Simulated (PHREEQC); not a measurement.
A solution holds 0.0088 mol/kgw KH2PO4 and 0.00014 mol/kgw Na2B4O7, at 25 °C. Closed to the air; pH follows from the charge balance.

Equilibrium calculation in PHREEQC: ion-association model, wateq4f.dat.

```csv
quantity,before,after
pH,5.60,9.22
ionic strength (mol/kgw),0.00936,0.0263
H2BO3- (mol/kgw),1.43e-7,0.000299
```

Question: Which change was made?
A) KH2PO4 replaced by K2HPO4 at the same molality
B) 0.016 mol/kgw H2SO4 added
C) KH2PO4 left out
D) temperature from 25 to 15 °C

Answer: A, KH2PO4 replaced by K2HPO4 at the same molality

Precipitation was switched off in this run. H3PO4, which wateq4f.dat lacks, is added to it with the constant of phreeqc.dat.
